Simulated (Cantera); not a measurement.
## Reactions in the system Cl-H-Sr

Standard-state values (1 bar) from the NASA 1993 polynomials, evaluated with Cantera. Values are per mole of reaction as written; species without (g) are pure solids or liquids, kept so even where they would boil at 1 bar.

Sr + 2 HCl(g) → SrCl2 + H2(g)

```tsv
T (K)	ΔH° (kJ)	ΔS° (J/K)	ΔG° (kJ)	log10 K	condensed phases
625	-636.9	-166.8	-532.6	44.51	Sr(s), SrCl2(s)
725	-634.3	-163.0	-516.1	37.18	Sr(s), SrCl2(s)
825	-632.3	-160.4	-500.0	31.66	Sr(s), SrCl2(s)
925	-629.0	-156.6	-484.1	27.34	Sr(s), SrCl2(s)
1025	-618.6	-146.1	-468.8	23.89	Sr(s), SrCl2(s)
1125	-621.3	-148.8	-453.8	21.07	Sr(l), SrCl2(s)
1225	-601.3	-131.5	-440.2	18.77	Sr(l), SrCl2(l)
1325	-598.0	-128.9	-427.2	16.84	Sr(l), SrCl2(l)
```
